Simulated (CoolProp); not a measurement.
n-perfluorohexane at several states: Z from the reference equation and from simpler models built on Tc = 448.0 K, pc = 17.42 bar, ω = 0.497; each cubic takes its own stable root.

The numbers come from the reference Helmholtz-energy equation of state, Gao 2022 in CoolProp.

```
T (K)  p (bar)   phase  reference  van der Waals  Redlich-Kwong
-----  -------  ------  ---------  -------------  -------------
268.2    0.991  liquid   0.008530         0.9416        0.01046
298.8     40.7  liquid     0.3273         0.5632         0.3947
228.8     21.1  liquid     0.1999         0.3579         0.2434
225.5    0.189  liquid   0.001813         0.9844       0.002219
448.7     1.82     gas     0.9626         0.9683         0.9637
416       1.71     gas     0.9537         0.9641         0.9574
```

At some of these states van der Waals gives the other phase, because its saturation line lies elsewhere.
